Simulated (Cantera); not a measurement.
Feed: 1 mol SiO2, 6.8 mol C, 0.38 mol H2, at 10.0 mbar.

These are equilibrium values from Cantera (NASA tables, ideal gas, pure condensed phases), not measurements of a reactor. Candidate condensed phases: C, C6H6, C7H8, C8H18, H2O, Si, SiC, SiO2; 123 gas species. The numbers say what is thermodynamically allowed, not how fast it happens.

Problem. At 1048 K, list the 3 most abundant gas species with their mole fractions, and the condensed phases.

Solution. H2 0.999, CH4 0.000583, CO 6.66e-5. Condensed: C(graphite) + SiO2(β-quartz).
